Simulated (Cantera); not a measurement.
A Cantera script and what it prints.

```python
import numpy as np
import cantera as ct

gas_names = """
    O2 SiO PbO TiO AL2O CO2
""".split()
cond_names = """
    Si(cr) Si(L) Pb(cr) Pb(L) Li(cr) Li(L) Li2O(s) Li2O(L) Ti(a) Ti(b) Ti(L) AL(cr) AL(L) C(gr)
""".split()


# ... load() reads the species with a 1 bar reference pressure and builds the phases ...
species = {s.name: s for s in load("nasa_gas.yaml", gas_names) + load("nasa_condensed.yaml", cond_names)}
# Each term lists the table entries of one substance; the one whose range holds T is used.
reactions = {
    '2 Si + O2(g) = 2 SiO(g)':
        [(-2, ['Si(cr)', 'Si(L)']), (-1, ['O2']), (2, ['SiO'])],
    '2 Pb + O2(g) = 2 PbO(g)':
        [(-2, ['Pb(cr)', 'Pb(L)']), (-1, ['O2']), (2, ['PbO'])],
    '4 Li + O2(g) = 2 Li2O':
        [(-4, ['Li(cr)', 'Li(L)']), (-1, ['O2']), (2, ['Li2O(s)', 'Li2O(L)'])],
    '2 Ti + O2(g) = 2 TiO(g)':
        [(-2, ['Ti(a)', 'Ti(b)', 'Ti(L)']), (-1, ['O2']), (2, ['TiO'])],
    '4 Al + O2(g) = 2 Al2O(g)':
        [(-4, ['AL(cr)', 'AL(L)']), (-1, ['O2']), (2, ['AL2O'])],
    'C + O2(g) = CO2(g)':
        [(-1, ['C(gr)']), (-1, ['O2']), (1, ['CO2'])],
}


def pick(names, T):
    return next(species[n] for n in names if species[n].thermo.min_temp <= T <= species[n].thermo.max_temp)


results = []
for label, terms in reactions.items():
    print(label)
    print("     T/K   dH/kJ  dS/(J/K)   dG/kJ   log10 K")
    for T in [1750, 1800, 1850, 1900, 1950, 2000, 2050]:
        used = [(nu, pick(names, T)) for nu, names in terms]
        dH = sum(nu * s.thermo.h(T) for nu, s in used) / 1e6
        dS = sum(nu * s.thermo.s(T) for nu, s in used) / 1e3
        dG = dH - T * dS / 1e3
        logK = -dG * 1e6 / (ct.gas_constant * T * np.log(10))
        results.append((label, T, dH, dS, dG, logK, [s.name for _, s in used]))
        print(f"{T:8g} {dH:8.1f} {dS:8.1f} {dG:8.1f} {logK:8.2f}")
```

Result:

```
2 Si + O2(g) = 2 SiO(g)
     T/K   dH/kJ  dS/(J/K)   dG/kJ   log10 K
    1750   -325.3     94.1   -489.9    14.62
    1800   -326.2     93.6   -494.6    14.35
    1850   -327.1     93.1   -499.3    14.10
    1900   -327.9     92.6   -503.9    13.85
    1950   -328.8     92.2   -508.6    13.62
    2000   -329.7     91.7   -513.2    13.40
    2050   -330.6     91.3   -517.7    13.19
2 Pb + O2(g) = 2 PbO(g)
     T/K   dH/kJ  dS/(J/K)   dG/kJ   log10 K
    1750    103.3     95.8    -64.2     1.92
    1800    102.4     95.2    -69.0     2.00
    1850    101.4     94.7    -73.8     2.08
    1900    100.5     94.2    -78.5     2.16
    1950     99.5     93.7    -83.2     2.23
    2000     98.6     93.2    -87.9     2.29
    2050     97.6     92.7    -92.5     2.36
4 Li + O2(g) = 2 Li2O
     T/K   dH/kJ  dS/(J/K)   dG/kJ   log10 K
    1750  -1182.0   -257.4   -731.6    21.84
    1800  -1179.9   -256.2   -718.7    20.86
    1850  -1060.8   -191.6   -706.4    19.94
    1900  -1058.7   -190.5   -696.8    19.16
    1950  -1056.8   -189.4   -687.3    18.41
    2000  -1054.8   -188.5   -677.9    17.70
    2050  -1053.0   -187.5   -668.5    17.03
2 Ti + O2(g) = 2 TiO(g)
     T/K   dH/kJ  dS/(J/K)   dG/kJ   log10 K
    1750     68.5    158.1   -208.1     6.21
    1800     66.8    157.1   -216.0     6.27
    1850     64.9    156.1   -223.8     6.32
    1900     63.0    155.1   -231.6     6.37
    1950     31.7    139.0   -239.3     6.41
    2000     29.0    137.6   -246.2     6.43
    2050     26.3    136.3   -253.0     6.45
4 Al + O2(g) = 2 Al2O(g)
     T/K   dH/kJ  dS/(J/K)   dG/kJ   log10 K
    1750   -385.8     82.4   -530.0    15.82
    1800   -387.8     81.3   -534.1    15.50
    1850   -389.8     80.1   -538.1    15.19
    1900   -391.9     79.1   -542.1    14.90
    1950   -393.9     78.0   -546.0    14.63
    2000   -395.9     77.0   -549.9    14.36
    2050   -398.0     75.9   -553.7    14.11
C + O2(g) = CO2(g)
     T/K   dH/kJ  dS/(J/K)   dG/kJ   log10 K
    1750   -396.2      0.0   -396.3    11.83
    1800   -396.3     -0.0   -396.3    11.50
    1850   -396.5     -0.1   -396.3    11.19
    1900   -396.6     -0.1   -396.3    10.89
    1950   -396.7     -0.2   -396.3    10.62
    2000   -396.8     -0.3   -396.3    10.35
    2050   -397.0     -0.3   -396.3    10.10
```

Cantera with NASA thermochemical tables; ideal gases at 1 bar, condensed phases pure. Condensed species are held in their standard states even where they would react or evaporate.
